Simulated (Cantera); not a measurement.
A perfectly stirred reactor is fed with 17.7 % CO, 0.885 % H2, 6.19 % CH4, 12.8 % O2, 62.5 % N2, equivalence ratio 1.7, at 750 Torr; it is adiabatic with a 623 K inlet, and is followed from long to short residence time, starting on the burning branch (τ in s: 0.22, 0.097, 0.043, 0.019, 0.0082, 0.0036, 0.0016, 0.00069, 0.0003, 0.00013, 5.8e-05).

Computed with Cantera and GRI-Mech 3.0 (53 species, 325 reactions).

Problem. Predict: blow-out, bracketed by the residence times tried; x(CO) at τ = 0.220 s; x(H2) at τ = 0.220 s; x(CH4) at τ = 0.220 s; x(OH) at τ = 0.220 s; x(CO) at τ = 3.60 ms; x(H2) at τ = 3.60 ms; x(CH4) at τ = 3.60 ms; x(OH) at τ = 3.60 ms; x(NO2) at τ = 3.60 ms.

Solution. 
| Property | Value |
|---|---|
| blow-out, bracketed by the residence times tried | burning at 0.130 ms, out at 58.0 µs |
| x(CO) at τ = 0.220 s | 0.146 |
| x(H2) at τ = 0.220 s | 0.0328 |
| x(CH4) at τ = 0.220 s | 1.19e-5 |
| x(OH) at τ = 0.220 s | 0.000407 |
| x(CO) at τ = 3.60 ms | 0.145 |
| x(H2) at τ = 3.60 ms | 0.0322 |
| x(CH4) at τ = 3.60 ms | 5.00e-5 |
| x(OH) at τ = 3.60 ms | 0.00193 |
| x(NO2) at τ = 3.60 ms | 2.32e-9 |
